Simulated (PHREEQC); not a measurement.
0.23 g of hydrous ferric oxide (600 m²/g; 0.2 weak and 0.005 strong sites per Fe, Dzombak-Morel constants, diffuse double layer) in 1 kg of water with 0.005 mol/kgw of an inert sodium salt, at 25 °C; the pH is set by adding NaOH or the inert anion's acid. Oxygen is held at 0.21 atm. No CO2 enters from the air. Precipitation was switched off in this run.

Model: ion-association model, wateq4f.dat, run in PHREEQC.

**Question.** Predict surface charge σ (C/m²) at pH = 5.25, 6.38.

**Answer.** 
```csv
pH,surface charge σ (C/m²)
5.25,0.074
6.38,0.026
```

The oxide is taken as insoluble; below pH 4 it would dissolve.
